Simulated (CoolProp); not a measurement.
A single-stage vapour-compression cycle with R236FA: evaporating at 247.15 K (dew point), condensing at 278.15 K (bubble point), superheat 10 K, subcooling 0 K, compressor efficiency 0.65, no pressure losses. Each further row changes one setting.

Computed with CoolProp (reference Helmholtz-energy equation of state, Pan 2012).

```tsv
case	cooling COP	pressure ratio	discharge temperature (K)	refrigerating effect (kJ/kg)	volumetric capacity (kJ/m³)
as stated	4.57	4.09	298.8	142	332
evaporating temperature 252.15 K	5.68	?	296.5	?	?
condensing temperature 273.15 K	5.58	3.34	?	148	346
subcooling 5 K	?	4.09	298.8	148	346
superheat 20 K	4.62	4.09	?	150	336
compressor efficiency 0.55	3.87	4.09	?	142	332
```

Task: Complete the blanks.

Result: 
- evaporating temperature 252.15 K, pressure ratio: 3.16
- evaporating temperature 252.15 K, refrigerating effect (kJ/kg): 146
- evaporating temperature 252.15 K, volumetric capacity (kJ/m³): 432
- condensing temperature 273.15 K, discharge temperature (K): 292.7
- subcooling 5 K, cooling COP: 4.76
- superheat 20 K, discharge temperature (K): 309.3
- compressor efficiency 0.55, discharge temperature (K): 305.4
